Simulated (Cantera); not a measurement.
## Adiabatic ignition

An adiabatic, constant-pressure homogeneous reactor starts with CH₄ : O₂ : N₂ = 1 : 2.5 : 9.4 (molar parts), equivalence ratio 0.80, at 1625 K and 5.00 bar.

Model: GRI-Mech 3.0 (53 species, 325 reactions), integrated in Cantera.

```tsv
t (s)	T (K)	x CH₄	x O₂	x H₂O	x CO	x CH₂
2.00e-6	1625	0.0775	0.194	1.88e-6	1.49e-9	6.28e-12
7.02e-6	1625	0.0775	0.194	1.55e-5	7.87e-8	9.29e-11
2.46e-5	1625	0.0771	0.194	0.000233	9.63e-6	2.90e-9
8.65e-5	1695	0.0625	0.182	0.0129	0.00455	5.52e-7
0.000304	2823	<1e-12	0.0422	0.134	0.0203	<1e-12
0.00107	2812	<1e-12	0.0385	0.134	0.0203	<1e-12
0.00374	2810	<1e-12	0.0380	0.134	0.0203	<1e-12
0.0131	2810	<1e-12	0.0380	0.134	0.0203	<1e-12
0.0461	2810	<1e-12	0.0380	0.134	0.0203	<1e-12
0.162	2810	<1e-12	0.0380	0.134	0.0203	<1e-12
0.568	2810	<1e-12	0.0380	0.134	0.0203	<1e-12
1.99	2810	<1e-12	0.0380	0.134	0.0203	<1e-12
7.00	2810	<1e-12	0.0380	0.134	0.0203	<1e-12
```
x: mole fraction; the columns are a selection and need not sum to one.

The time of steepest temperature rise is 0.101 ms. The temperature at 7.00 s is 2810 K and the equilibrium temperature comes out as 2810 K. The x(CH₄) at 7.00 s comes out as <1e-12 (gas-phase equilibrium <1e-12), the x(O₂) at 7.00 s comes out as 0.0380 (gas-phase equilibrium 0.0380) and the x(H₂O) at 7.00 s is 0.134 (gas-phase equilibrium 0.134).
